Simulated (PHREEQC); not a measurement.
Solution (58 °C): 8.8 mmol/kgw TMAH, 0.006 mmol/kgw H4SiO4 and 0.082 mmol/kgw K2CO3. Closed to the air; pH follows from the charge balance.

The numbers come from PHREEQC with the ion-association model, phreeqc.dat.

Precipitation was switched off in this run.

Problem. Order these Si species by the share of Si that they hold, largest first: H4SiO4, H2SiO4-2, H3SiO4-.

Solution. H3SiO4- (93 %), H2SiO4-2 (4.6 %), H4SiO4 (2.4 %)

The pH is 10.96 and the ionic strength 0.00904 mol/kgw. Species that the database lacks are ignored. (CH3)4N+ isn't in the database: it is added as a free cation with an ion size of 4 Å. Constants without temperature data keep their 25 °C values here.
